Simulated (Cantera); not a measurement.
A closed system holds: 1 mol Cu, 3.9 mol NH3, 8.5 mol H2, at 673 K and 5.40 bar.

Method: chemical equilibrium by Gibbs-energy minimisation in Cantera with the NASA 1993 tables (ideal gas, pure condensed phases). Candidate condensed phases: Cu; 11 gas species. Kinetics and transport are ignored.

Problem. What is the equilibrium state?

Solution. 
```
Item            Value
----------  ---------
x(H2)           0.868
x(N2)           0.112
x(NH3)         0.0197
n(Cu(s))     1.00 mol
gas amount  15.99 mol
```
